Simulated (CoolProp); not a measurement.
Properties of decamethyltetrasiloxane (MD2M) at several states.

Model: reference Helmholtz-energy equation of state, Thol 2017, in CoolProp.

```tsv
T (°C)	p (MPa)	phase	density (kg/m³)	cp (kJ/(kg K))	isothermal compressibility (1/MPa)	expansivity (1/kK)
40.95	0.534	liquid	[?]	1.763	0.001848	[?]
17.55	1.59	liquid	858.1	[?]	0.001511	[?]
30.95	0.287	liquid	843.1	1.739	0.001716	1.177
169.55	1.66	liquid	704.3	2.049	[?]	1.574
315.75	0.112	gas	[?]	2.024	9.254	[?]
```

Question: Fill in the missing entries.

Answer: 
- 40.95, density (kg/m³): 833.6
- 40.95, expansivity (1/kK): 1.188
- 17.55, cp (kJ/(kg K)): 1.706
- 17.55, expansivity (1/kK): 1.146
- 169.55, isothermal compressibility (1/MPa): 0.005838
- 315.75, density (kg/m³): 7.359
- 315.75, expansivity (1/kK): 1.930
